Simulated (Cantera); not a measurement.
**Hydrocarbon pyrolysis for carbon deposition**

An isothermal, constant-pressure homogeneous reactor starts with C3H8 : H2 = 1 : 3.2 (molar parts), at 1600 K and 1.00 bar.

Computed with Cantera and GRI-Mech 3.0 (53 species, 325 reactions). GRI-Mech 3.0 was tuned for natural gas; its chemistry of propane as a main component is partial and can be far from experiment. GRI-Mech 3.0 stops at C3 and has no aromatics, soot or wall deposition, so with more carbon than oxygen in the feed, carbon stays in small species such as C2H2 where larger ones or solid carbon would form.

```tsv
t (s)	x C3H8	x H2	x CH4	x C2H4	x H
2.00e-6	0.219	0.752	0.00692	0.0114	0.000240
8.76e-6	0.125	0.701	0.0664	0.0838	0.000427
3.84e-5	0.0107	0.640	0.155	0.164	0.000374
0.000168	6.38e-5	0.644	0.164	0.142	0.000104
0.000737	9.63e-7	0.657	0.160	0.102	4.66e-5
0.00323	3.07e-7	0.676	0.152	0.0411	4.12e-5
0.0141	9.72e-8	0.687	0.143	0.0127	3.95e-5
0.0620	8.47e-8	0.700	0.126	0.0128	4.11e-5
0.271	6.63e-8	0.723	0.0924	0.0137	4.51e-5
1.19	5.98e-8	0.732	0.0805	0.0140	4.68e-5
5.21	5.98e-8	0.732	0.0804	0.0140	4.68e-5
22.8	5.98e-8	0.732	0.0804	0.0140	4.68e-5
100	5.98e-8	0.732	0.0804	0.0140	4.68e-5
```
x: mole fraction; the columns are a selection and need not sum to one.

Equilibrium at this temperature and pressure: C3H8 5.98e-8, H2 0.732, CH4 0.0804, C2H4 0.0140, H 4.68e-5 (gas phase only).
